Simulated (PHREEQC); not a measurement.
PHREEQC input (ion-association model, wateq4f.dat):

```
SOLUTION_MASTER_SPECIES
  An  An-  0  An  62.0  # stands for a non-complexing anion
SOLUTION_SPECIES
  An- = An-
    -log_k 0
    -gamma 3.0 0
PHASES
  Fix_H+
    H+ = H+
    -log_k 0
SOLUTION 1
  temp 25
  units mmol/kgw
  pH 7 charge
  F 0.026
  Na 5.026
  Cl 0.0822
  Zn 0.0021
  Mn(2) 0.039
  An 5
END
SELECTED_OUTPUT 1
  -reset false
  -pH true
  -pe true
  -ionic_strength true
  -water true
  -totals Cl F Mn Na Zn Mn(2) Mn(3) Mn(6) Mn(7)
  -molalities Hfo_wOH Hfo_wOH2+ Hfo_wO- Hfo_sOH Hfo_sOH2+ Hfo_sO- Hfo_sOZn+ Hfo_wOZn+ Hfo_sOMn+ Hfo_wOMn+
    Hfo_wF Hfo_wOHF-
  -saturation_indices Pyrochroite Zn(OH)2-e Zn5(OH)8Cl2 Halite ZnF2
USER_PUNCH 1
  -headings sigma psi
  10 PUNCH EDL("sigma", "Hfo"), EDL("psi", "Hfo")
PRINT
  -reset false
USE solution 1
SURFACE 1
  Hfo_wOH 0.000359551 600 0.16
  Hfo_sOH 8.98876e-06
EQUILIBRIUM_PHASES 1
  Fix_H+ -3 HAn 10
    -force_equality true
END
# ... the last block is repeated for the other 12 points of pH, with NaOH or the acid as the point needs
```

Selected output (columns that matter, 13 of 13 rows; pH added in front):

```
pH	mu	F	Mn	Na	Zn	m_Hfo_wOH	m_Hfo_wOH2+	si_Pyrochroite	si_Zn(OH)2-e	si_Zn5(OH)8Cl2	si_Halite	si_ZnF2	sigma	psi
3	0.0063698	1.8052e-06	3.9e-05	0.005026	2.1e-06	5.3508e-05	0.00028162	-13.75	-11.319	-51.838	-8.0395	-16.612	0.28488	0.21111
3.5	0.0056027	1.4138e-06	3.9e-05	0.005026	2.0999e-06	0.00010191	0.00023203	-12.742	-10.311	-47.796	-8.0354	-16.377	0.22842	0.20306
4	0.005342	1.7501e-06	3.9e-05	0.005026	2.0996e-06	0.0001501	0.00018237	-11.739	-9.3084	-43.781	-8.0339	-15.986	0.17164	0.18962
4.5	0.0052442	2.8061e-06	3.8998e-05	0.005026	2.097e-06	0.00019027	0.00014017	-10.739	-8.3079	-39.778	-8.0333	-15.499	0.12275	0.1729
5	0.0052018	5.0024e-06	3.8983e-05	0.005026	2.0771e-06	0.00022056	0.00010763	-9.7382	-7.3116	-35.796	-8.0331	-14.975	0.084357	0.1539
5.5	0.0051797	8.8609e-06	3.887e-05	0.005026	1.9396e-06	0.00024249	8.384e-05	-8.7393	-6.3413	-31.944	-8.0329	-14.5	0.056063	0.13317
6	0.0051635	1.4165e-05	3.8144e-05	0.005026	1.3489e-06	0.00025816	6.6542e-05	-7.7473	-5.4991	-28.733	-8.0328	-14.248	0.036177	0.11114
6.5	0.0051453	1.9363e-05	3.5354e-05	0.005026	5.8741e-07	0.0002682	5.3649e-05	-6.7801	-4.8608	-26.542	-8.0327	-14.337	0.022603	0.088077
7	0.0051297	2.2964e-05	3.0848e-05	0.0050297	2.6789e-07	0.00027189	4.4262e-05	-5.8392	-4.2046	-24.261	-8.0323	-14.532	0.013326	0.063791
7.5	0.0051256	2.4772e-05	2.1787e-05	0.0050564	9.1665e-08	0.00026645	3.5206e-05	-4.9904	-3.682	-22.648	-8.03	-14.944	0.0071281	0.039575
8	0.0051148	2.5521e-05	7.4244e-06	0.0050912	1.9066e-08	0.00025213	2.5855e-05	-4.4584	-3.4205	-22.34	-8.0269	-15.656	0.0027425	0.016509
8.5	0.0051133	2.583e-05	1.1306e-06	0.0051107	4.5021e-09	0.00024376	2.1625e-05	-4.2777	-3.3204	-22.839	-8.0252	-16.546	-0.0015344	-0.0093462
9	0.0051223	2.5943e-05	1.2989e-07	0.0051252	2.5266e-09	0.00024054	1.9734e-05	-4.2236	-3.2778	-23.627	-8.0241	-17.499	-0.0065649	-0.036915
```

The oxide is taken as insoluble; below pH 4 it would dissolve.
